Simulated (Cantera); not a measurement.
A closed system holds: 1 mol HBr, 1.3 mol O2, 1.2 mol N2, at 4.30 bar.

Method: chemical equilibrium by Gibbs-energy minimisation in Cantera with the NASA 1993 tables (ideal gas, pure condensed phases). Candidate condensed phases: Br2, H2O; 27 gas species. Rates play no part.

x: gas mole fraction; nothing condenses.

| T (K) | x N2 | x O2 | x Br | x H2O | x Br2 | x HBr | x NO | x OH | x O |
|---|---|---|---|---|---|---|---|---|---|
| 1498 | 0.357 | 0.319 | 0.0478 | 0.136 | 0.112 | 0.0263 | 0.00101 | 6.91e-5 | 1.08e-6 |
| 1648 | 0.349 | 0.314 | 0.0859 | 0.127 | 0.0843 | 0.0371 | 0.00193 | 0.000219 | 6.85e-6 |
| 1798 | 0.340 | 0.308 | 0.128 | 0.119 | 0.0555 | 0.0451 | 0.00328 | 0.000569 | 3.20e-5 |
| 1948 | 0.332 | 0.302 | 0.165 | 0.114 | 0.0325 | 0.0489 | 0.00514 | 0.00128 | 0.000118 |
| 2098 | 0.326 | 0.296 | 0.190 | 0.111 | 0.0177 | 0.0490 | 0.00755 | 0.00258 | 0.000360 |
| 2248 | 0.321 | 0.290 | 0.206 | 0.110 | 0.00953 | 0.0471 | 0.0105 | 0.00475 | 0.000947 |
| 2398 | 0.317 | 0.285 | 0.215 | 0.108 | [?] | 0.0443 | [?] | [?] | [?] |
| 2548 | 0.313 | 0.278 | 0.221 | 0.106 | 0.00304 | 0.0413 | 0.0181 | 0.0129 | 0.00465 |
| 2698 | 0.309 | 0.270 | 0.225 | 0.103 | [?] | [?] | [?] | [?] | [?] |
| 2848 | 0.304 | 0.260 | 0.227 | 0.0976 | 0.00115 | 0.0351 | 0.0271 | 0.0271 | 0.0161 |

Task: What belongs in the gaps?

Result: 
- 2698, x Br2: 0.00183
- 2698, x HBr: 0.0382
- 2698, x NO: 0.0225
- 2698, x OH: 0.0192
- 2698, x O: 0.00897
- 2398, x Br2: 0.00527
- 2398, x NO: 0.0141
- 2398, x OH: 0.00810
- 2398, x O: 0.00221
